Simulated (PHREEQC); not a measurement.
PHREEQC input (Pitzer model, pitzer.dat):

```
SOLUTION 1
  temp 25
  units mol/kgw
  pH 7 charge
  Cl 0.29
  K 0.1
  Ca 0.013
  Mg 0.022
  Sr 0.06
END
USE solution 1
INCREMENTAL_REACTIONS false
REACTION 1
  H2O -1
  0 9.886 18.011 24.689 30.178 34.689 38.397 41.444
  43.949 46.007 47.699 49.089 50.232 51.172 51.944 52.578
  53.1 53.528 53.88 54.17 moles
EQUILIBRIUM_PHASES 1
  Bischofite 0 0
  Brucite 0 0
  Carnallite 0 0
  Portlandite 0 0
  Sylvite 0 0
  MgCl2_4H2O 0 0
SELECTED_OUTPUT 1
  -reset false
  -pH true
  -pe true
  -ionic_strength true
  -water true
  -activities H2O
  -totals Ca Cl K Mg Sr
  -molalities H+ K+ Mg+2 Ca+2 Sr+2 Cl- OH- MgOH+
  -equilibrium_phases Bischofite Brucite Carnallite Portlandite Sylvite MgCl2_4H2O
PRINT
  -reset false
END
```

Selected output (columns that matter, 20 of 20 rows; water left (kg) added in front):

```
water left (kg)	pH	mu	Ca	Cl	K	Mg	Sr	m_H+	m_K+	m_Mg+2	m_Ca+2	m_Sr+2	la_H2O	Sylvite
1	6.8271	0.385	0.013	0.29	0.1	0.022	0.06	1.941e-07	0.1	0.022	0.013	0.06	-0.0033254	0
0.821894	6.8073	0.46843	0.015817	0.35284	0.12167	0.026767	0.073002	2.0224e-07	0.12167	0.026767	0.015817	0.073002	-0.0040464	0
0.675514	6.785	0.56994	0.019245	0.4293	0.14804	0.032568	0.088821	2.1096e-07	0.14804	0.032568	0.019245	0.088821	-0.0049298	0
0.555203	6.7597	0.69344	0.023415	0.52233	0.18011	0.039625	0.10807	2.2033e-07	0.18011	0.039625	0.023415	0.10807	-0.0060149	0
0.456313	6.7306	0.84372	0.028489	0.63553	0.21915	0.048213	0.13149	2.305e-07	0.21915	0.048212	0.028489	0.13149	-0.0073522	0
0.375043	6.6968	1.0266	0.034663	0.77324	0.26664	0.05866	0.15998	2.4164e-07	0.26664	0.05866	0.034663	0.15998	-0.009007	0
0.30824	6.6571	1.249	0.042175	0.94083	0.32442	0.071373	0.19465	2.5408e-07	0.32442	0.071373	0.042175	0.19465	-0.011066	0
0.253345	6.6096	1.5197	0.051313	1.1447	0.39472	0.086838	0.23683	2.683e-07	0.39472	0.086838	0.051313	0.23683	-0.013646	0
0.208215	6.5521	1.8491	0.062436	1.3928	0.48027	0.10566	0.28816	2.8509e-07	0.48027	0.10566	0.062436	0.28816	-0.016906	0
0.171138	6.4816	2.2496	0.075962	1.6945	0.58432	0.12855	0.35059	3.0572e-07	0.58432	0.12855	0.075962	0.35059	-0.021067	0
0.140655	6.3939	2.7372	0.092425	2.0618	0.71096	0.15641	0.42658	3.3229e-07	0.71096	0.15641	0.092425	0.42658	-0.026442	0
0.115613	6.2839	3.3301	0.11244	2.5084	0.86496	0.19029	0.51897	3.6812e-07	0.86496	0.19029	0.11244	0.51897	-0.033469	0
0.0950203	6.1452	4.0518	0.13681	3.052	1.0524	0.23153	0.63144	4.1865e-07	1.0524	0.23153	0.13681	0.63144	-0.042784	0
0.0780853	5.9705	4.9305	0.16648	3.7139	1.2807	0.28174	0.76839	4.9262e-07	1.2807	0.28174	0.16648	0.76839	-0.055292	0
0.0641769	5.7524	5.999	0.20257	4.5188	1.5582	0.3428	0.93492	6.0405e-07	1.5582	0.3428	0.20257	0.93492	-0.072258	0
0.0527548	5.4833	7.2979	0.24642	5.4971	1.8956	0.41702	1.1373	7.764e-07	1.8956	0.41702	0.24642	1.1373	-0.095481	0
0.0433504	5.2104	8.5207	0.29988	6.3292	1.9463	0.50749	1.3841	1.007e-06	1.9463	0.50749	0.29988	1.3841	-0.11892	0.015626
0.0356396	4.9583	9.5114	0.36476	6.8458	1.5147	0.61729	1.6835	1.2784e-06	1.5147	0.61729	0.36476	1.6835	-0.1386	0.046018
0.0292979	4.6371	10.82	0.44372	7.5774	1.0923	0.75091	2.0479	1.6929e-06	1.0923	0.7509	0.44372	2.0479	-0.16894	0.067998
0.0240733	4.2218	12.556	0.54002	8.6096	0.71703	0.91388	2.4924	2.374e-06	0.71703	0.91387	0.54002	2.4924	-0.2162	0.082739
```

Complexes and solids missing from the database can't appear.
